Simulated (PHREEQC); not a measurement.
Solution (25 °C): 0.172 mol HF, 0.074 mol NH4HF2 and 5.4e-07 mol H4SiO4 per kg of water. Closed to the air; pH follows from the charge balance.

All values are PHREEQC results (ion-association model, phreeqc.dat), not measurements.

No solid was allowed to form.

Question: Order these F species by the share of F that they hold, largest first: HF2-, F-, HF.

Answer: HF (64 %), HF2- (22 %), F- (14 %)

The pH is 2.39 and the ionic strength 0.0789 mol/kgw. Complexes and solids missing from the database can't appear. SiF6-2 is the database's only silicon fluoride.
